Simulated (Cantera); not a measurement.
A Cantera script and what it prints.

```python
import numpy as np
import cantera as ct

gas_names = """
    CL CLF CLF3 CL2 F F2 H HCL HF H2 H2F2 H3F3 H4F4 H5F5 H6F6 H7F7 K KCL KF KH K2 K2CL2 K2F2 N NF NF2
    NF3 NH NH2 NH3 N2 N2H2 N2H4
""".split()
cond_names = """
    K(cr) K(L) KCL(s) KCL(L) KF(s) KF(L) KHF2(a) KHF2(b) KHF2(L) NH4CL(a) NH4CL(b)
""".split()


def load(file, names, dense=False):
    # The tables refer to 1 bar. Condensed volumes are neglected.
    table = {s.name: s for s in ct.Species.list_from_file(file)}
    out = []
    for n in names:
        d = dict(table[n].input_data)
        d["thermo"] = dict(d["thermo"], **{"reference-pressure": 1e5})
        if dense:
            d["equation-of-state"] = {"model": "constant-volume", "density": "1e6 g/cm^3"}
        out.append(ct.Species.from_dict(d))
    return out


gas = ct.Solution(thermo="ideal-gas", species=load("nasa_gas.yaml", gas_names))
cond = {s.name: ct.Solution(thermo="fixed-stoichiometry", species=[s], name=s.name)
        for s in load("nasa_condensed.yaml", cond_names, dense=True)}
atoms = {
    'KCl': {'K': 1, 'CL': 1},
    'H2': {'H': 2},
    'N2': {'N': 2},
    'HF': {'H': 1, 'F': 1},
}
top_T = {}  # K; cautious upper limits of use, not melting points


def equilibrate(T, P, feed):
    n = {}
    for name, mol in feed.items():
        for a, k in atoms[name].items():
            n[a] = n.get(a, 0.0) + k * mol
    gas.TPX = T, P, n
    mass = sum(n.values()) * gas.mean_molecular_weight
    gas.equilibrate("TP")
    valid = [c for c in cond.values() if c.min_temp <= T <= top_T.get(c.name, c.max_temp)]
    mix = ct.Mixture([(gas, mass / gas.mean_molecular_weight)] + [(c, 0.0) for c in valid])
    mix.T, mix.P = T, P
    mix.equilibrate("TP", solver="vcs", rtol=1e-11, max_steps=5000)
    return mix


results = []
feed = {'KCl': 1, 'H2': 14, 'N2': 1.1, 'HF': 0.14}  # mol
T = 2125  # K
for P in [0.1, 1.6, 25, 400, 6300, 100000]:
    mix = equilibrate(T, P, feed)
    results.append((T, P, feed, dict(zip(mix.species_names, mix.species_moles))))

top = {s: max(r[3][s] / sum(r[3][g] for g in gas_names) for r in results) for s in gas_names}
cols = sorted((s for s in top if top[s] > 0.0001), key=lambda s: -top[s])[:6]
seen = [c for c in cond_names if any(r[3].get(c, 0) > 1e-12 for r in results)]
print("log10 of partial pressures in bar; condensed amounts in mol")
print(f"{'P/Pa':>10s}" + "".join(f"{s[:9]:>10s}" for s in cols + seen))
for T, P, feed, n in results:
    ng = sum(n[g] for g in gas_names)
    print(f"{P:10.4g}" + "".join(f"{np.log10(max(n[s] / ng * P / 1e5, 1e-99)):10.3f}" for s in cols)
          + "".join(f"{n.get(c, 0):10.4g}" for c in seen))
```

Result:

```
log10 of partial pressures in bar; condensed amounts in mol
      P/Pa        H2         H        N2       KCL         K        CL
       0.1    -7.274    -6.077    -7.430    -9.381    -7.477    -7.512
       1.6    -5.268    -5.074    -6.116    -7.087    -6.212    -6.483
        25    -3.784    -4.332    -4.823    -5.293    -5.069    -5.832
       400    -2.498    -3.689    -3.584    -3.833    -4.051    -5.390
      6300    -1.277    -3.079    -2.375    -2.522    -3.106    -5.024
     1e+05    -0.069    -2.474    -1.171    -1.270    -2.209    -4.670
```

Method: chemical equilibrium by Gibbs-energy minimisation in Cantera with the NASA 1993 tables (ideal gas, pure condensed phases).
